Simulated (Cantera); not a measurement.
A perfectly stirred reactor is fed with CH4 : CO2 = 1 : 2.5 (molar parts), at 0.133 bar; it is held at 1850 K, and followed from long to short residence time.

Computed with Cantera and GRI-Mech 3.0 (53 species, 325 reactions).

```
quantity                   before    after
-----------------------  --------  -------
x(CH4) at τ = 0.510 s     0.00861   0.0213
x(CO2) at τ = 0.510 s       0.146  0.00969
x(CH2CO) at τ = 0.510 s   2.91e-5  2.74e-5
x(C2H) at τ = 0.510 s     4.72e-7  2.39e-6
x(CO) at τ = 0.510 s        0.481    0.269
x(CH4) at τ = 31.0 ms      0.0450   0.0920
x(CO2) at τ = 31.0 ms       0.344   0.0654
x(CH2CO) at τ = 31.0 ms  0.000123  8.31e-5
x(C2H) at τ = 31.0 ms     1.70e-6  2.68e-6
x(CO) at τ = 31.0 ms        0.255    0.159
```

### Question
Which change was made?
(A) pressure from 0.133 bar to 27.0 bar
(B) temperature 1850 to 2075 K
(C) CH4 1 to 5.4 parts
(D) pressure from 0.133 bar to 2.40 bar

### Answer
C, CH4 1 to 5.4 parts
